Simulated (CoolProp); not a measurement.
Saturation properties of C2F6 (R116).

Model: reference Helmholtz-energy equation of state, Lemmon 2006, in CoolProp. It is a short technical equation, of lower accuracy than the large ones.

| T (°C) | p (kPa) | liquid density (kg/m³) | liquid viscosity (µPa s) | liquid conductivity (mW/(m K)) |
|---|---|---|---|---|
| -57.95 | 266.7 | 1512 | 297 | 68.1 |
| -52.45 | 335.6 | 1484 | 271 | 65.9 |
| -47.05 | 415.5 | 1456 | 248 | 63.8 |
| -41.55 | 510.7 | 1427 | 226 | 61.6 |
| -36.15 | 619.3 | 1397 | 207 | 59.5 |
| -30.65 | 746.6 | 1364 | 189 | 57.3 |
| -25.25 | 889.5 | 1331 | 172 | 55.1 |
| -19.75 | 1055 | 1294 | 156 | 52.9 |
| -14.25 | 1242 | 1255 | 141 | 50.6 |
| -8.85 | 1449 | 1213 | 127 | 48.3 |
| -3.35 | 1686 | 1166 | 113 | 45.9 |
| 2.05 | 1946 | 1113 | 99.4 | 43.4 |

It boils at -78.1 °C under 1 atm.

Viscosity comes from a separate model (Huber 2003), an estimate that may be off by 10 % or more. Thermal conductivity comes from a separate model (Huber 2003), an estimate that may be off by 10 % or more.
